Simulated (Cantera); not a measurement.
An adiabatic, constant-volume homogeneous reactor starts with CH4 : C2H6 : O2 : N2 = 1 : 0.053 : 1.56 : 5.87 (molar parts), equivalence ratio 1.4, at 1000 K and 1.00 bar. Integrator tolerance rtol = 1e-08.

Computed with Cantera and GRI-Mech 3.0 (53 species, 325 reactions).

Problem. What does this change do: pressure from 1.00 bar to 1.50 bar?

Solution. 
| quantity | before | after |
|---|---|---|
| time of steepest temperature rise | 0.190 s | 0.129 s |
| temperature at 4.00 s | 2756 K | 2777 K |
| equilibrium temperature | 2756 K | 2777 K |
| x(CH4) at 4.00 s | <1e-12 (gas-phase equilibrium 1.11e-12) | 1.98e-12 (gas-phase equilibrium 2.30e-12) |
| x(C2H6) at 4.00 s | <1e-12 (gas-phase equilibrium <1e-12) | <1e-12 (gas-phase equilibrium <1e-12) |
| x(O2) at 4.00 s | 0.00102 (gas-phase equilibrium 0.00102) | 0.000821 (gas-phase equilibrium 0.000821) |
| x(HO2) at 4.00 s | 8.20e-7 (gas-phase equilibrium 8.20e-7) | 8.14e-7 (gas-phase equilibrium 8.14e-7) |
| x(C2H) at 4.00 s | <1e-12 (gas-phase equilibrium <1e-12) | <1e-12 (gas-phase equilibrium <1e-12) |
| x(OH) at 4.00 s | 0.00779 (gas-phase equilibrium 0.00779) | 0.00706 (gas-phase equilibrium 0.00706) |
| x(NO2) at 4.00 s | 1.82e-7 (gas-phase equilibrium 1.82e-7) | 1.83e-7 (gas-phase equilibrium 1.83e-7) |

Problem. What does this change do: initial temperature 1000 to 1800 K?

Solution. 
```tsv
quantity	before	after
time of steepest temperature rise	0.190 s	45.5 µs
temperature at 4.00 s	2756 K	3014 K
equilibrium temperature	2756 K	3014 K
x(CH4) at 4.00 s	<1e-12 (gas-phase equilibrium 1.11e-12)	<1e-12 (gas-phase equilibrium <1e-12)
x(C2H6) at 4.00 s	<1e-12 (gas-phase equilibrium <1e-12)	<1e-12 (gas-phase equilibrium <1e-12)
x(O2) at 4.00 s	0.00102 (gas-phase equilibrium 0.00102)	0.00571 (gas-phase equilibrium 0.00571)
x(HO2) at 4.00 s	8.20e-7 (gas-phase equilibrium 8.20e-7)	3.99e-6 (gas-phase equilibrium 3.99e-6)
x(C2H) at 4.00 s	<1e-12 (gas-phase equilibrium <1e-12)	<1e-12 (gas-phase equilibrium <1e-12)
x(OH) at 4.00 s	0.00779 (gas-phase equilibrium 0.00779)	0.0223 (gas-phase equilibrium 0.0223)
x(NO2) at 4.00 s	1.82e-7 (gas-phase equilibrium 1.82e-7)	9.15e-7 (gas-phase equilibrium 9.15e-7)
```
Above 3000 K some thermodynamic fits are extrapolated.

Problem. What does this change do: constant pressure in place of constant volume?

Solution. 
```tsv
quantity	before	after
time of steepest temperature rise	0.190 s	0.198 s
temperature at 4.00 s	2756 K	2469 K
equilibrium temperature	2756 K	2469 K
x(CH4) at 4.00 s	<1e-12 (gas-phase equilibrium 1.11e-12)	<1e-12 (gas-phase equilibrium <1e-12)
x(C2H6) at 4.00 s	<1e-12 (gas-phase equilibrium <1e-12)	<1e-12 (gas-phase equilibrium <1e-12)
x(O2) at 4.00 s	0.00102 (gas-phase equilibrium 0.00102)	0.000251 (gas-phase equilibrium 0.000251)
x(HO2) at 4.00 s	8.20e-7 (gas-phase equilibrium 8.20e-7)	1.12e-7 (gas-phase equilibrium 1.12e-7)
x(C2H) at 4.00 s	<1e-12 (gas-phase equilibrium <1e-12)	<1e-12 (gas-phase equilibrium <1e-12)
x(OH) at 4.00 s	0.00779 (gas-phase equilibrium 0.00779)	0.00323 (gas-phase equilibrium 0.00323)
x(NO2) at 4.00 s	1.82e-7 (gas-phase equilibrium 1.82e-7)	2.16e-8 (gas-phase equilibrium 2.16e-8)
```
